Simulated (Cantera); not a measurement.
# Gas-phase reforming

A perfectly stirred reactor is fed with 67.1 % CH4, 25.5 % H2O, 7.38 % H2, at 0.947 atm; it is held at 1575 K, and followed from long to short residence time.

Cantera simulation using GRI-Mech 3.0 (53 species, 325 reactions); the numbers are that mechanism's predictions, not measurements. GRI-Mech 3.0 stops at C3 and has no aromatics, soot or wall deposition, so with more carbon than oxygen in the feed, carbon stays in small species such as C2H2 where larger ones or solid carbon would form.

| τ (s) | x CH4 | x H2O | x H2 | x CO2 | x CO | x H2O2 |
|---|---|---|---|---|---|---|
| 8.1 | 0.0814 | 0.0636 | 0.651 | 0.00279 | 0.0841 | <1e-12 |
| 3.8 | 0.0945 | 0.0913 | 0.620 | 0.00302 | 0.0614 | <1e-12 |
| 1.8 | 0.116 | 0.120 | 0.583 | 0.00265 | 0.0399 | <1e-12 |
| 0.85 | 0.151 | 0.147 | 0.537 | 0.00186 | 0.0228 | <1e-12 |
| 0.40 | 0.205 | 0.170 | 0.480 | 0.00102 | 0.0115 | <1e-12 |
| 0.19 | 0.278 | 0.189 | 0.411 | 0.000442 | 0.00538 | <1e-12 |
| 0.089 | 0.366 | 0.207 | 0.333 | 0.000143 | 0.00232 | <1e-12 |
| 0.042 | 0.455 | 0.222 | 0.256 | 3.67e-5 | 0.000943 | <1e-12 |
| 0.020 | 0.533 | 0.235 | 0.188 | 7.92e-6 | 0.000363 | <1e-12 |
| 0.0093 | 0.594 | 0.245 | 0.136 | 1.44e-6 | 0.000129 | <1e-12 |
x: mole fraction; the columns are a selection and need not sum to one.
